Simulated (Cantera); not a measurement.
Charge: 1 mol CaCl2, 0.11 mol O2, 1.7 mol N2, at 1775 °C and 0.610 Pa.

These are equilibrium values from Cantera (NASA tables, ideal gas, pure condensed phases), not measurements of a reactor. Candidate condensed phases: Ca, CaCl2, CaO; 17 gas species. Condensed phases not in the tables: oxide chlorides. Rates play no part.

Base state: N2 0.483, Cl 0.183, CaCl2 0.168, Ca 0.0642, CaCl 0.0510, O 0.0392, O2 0.0102, NO 0.00150 (mole fractions); condensed: CaO(s).

Q: What changes in the equilibrium state with this change: temperature from 1775 °C to 1352 °C?

A: 
| species | before | after |
|---|---|---|
| N2 | 0.483 | 0.588 |
| CaCl2 | 0.168 | 0.292 |
| Cl | 0.183 | 0.107 |
| Ca | 0.0642 | 3.59e-7 |
| CaCl | 0.0510 | 9.09e-5 |
| O | 0.0392 | 0.000812 |
| O2 | 0.0102 | 0.0106 |
| CaO | 0.000383 | 1.69e-8 |
| NO | 0.00150 | 0.000418 |
| CaO(s), mol | 0.00434 | 0.155 |

Q: What changes in the equilibrium state with this change: N2 from 1.7 to 56 mol?

A: 
| species | before | after |
|---|---|---|
| N2 | 0.483 | 0.949 |
| Cl | 0.183 | 0.0301 |
| Ca | 0.0642 | 0.0141 |
| CaCl2 | 0.168 | 0.001000 |
| O2 | 0.0102 | 7.62e-5 |
| CaCl | 0.0510 | 0.00184 |
| O | 0.0392 | 0.00339 |
| CaO | 0.000383 | 7.28e-6 |
| NO | 0.00150 | 0.000182 |
| CaO(s), mol | 0.00434 | 0 |
